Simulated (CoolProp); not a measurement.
Properties of decamethylcyclopentasiloxane (D5) along the isobar 263 kPa.

Computed with CoolProp (reference Helmholtz-energy equation of state, Thol 2019).

| T (°C) | phase | cp (kJ/(kg K)) | speed of sound (m/s) | expansivity (1/kK) |
|---|---|---|---|---|
| 202.15 | liquid | 1.981 | 437.5 | ? |
| 212.55 | liquid | 2.001 | 411.2 | ? |
| 222.85 | liquid | 2.022 | 385.0 | 1.921 |
| 233.15 | liquid | 2.044 | 358.6 | ? |
| 243.55 | liquid | 2.068 | 331.5 | 2.232 |
| 253.85 | liquid | 2.094 | 304.1 | 2.451 |
| 264.15 | gas | 1.867 | 90.72 | 3.686 |
| 274.55 | gas | 1.879 | ? | ? |
| 284.85 | gas | 1.891 | 95.89 | ? |
| 295.15 | gas | 1.905 | 98.17 | 2.960 |
| 305.55 | gas | 1.919 | 100.3 | 2.790 |
| 315.85 | gas | ? | 102.3 | 2.644 |
| 326.15 | gas | 1.947 | 104.2 | 2.517 |
| 336.55 | gas | 1.962 | 106.1 | 2.404 |
| 346.85 | gas | 1.976 | 107.8 | 2.304 |

Problem. Some entries are withheld; supply them.

Solution. 
- 202.15, expansivity (1/kK): 1.710
- 212.55, expansivity (1/kK): 1.807
- 233.15, expansivity (1/kK): 2.059
- 274.55, speed of sound (m/s): 93.43
- 274.55, expansivity (1/kK): 3.395
- 284.85, expansivity (1/kK): 3.159
- 315.85, cp (kJ/(kg K)): 1.933
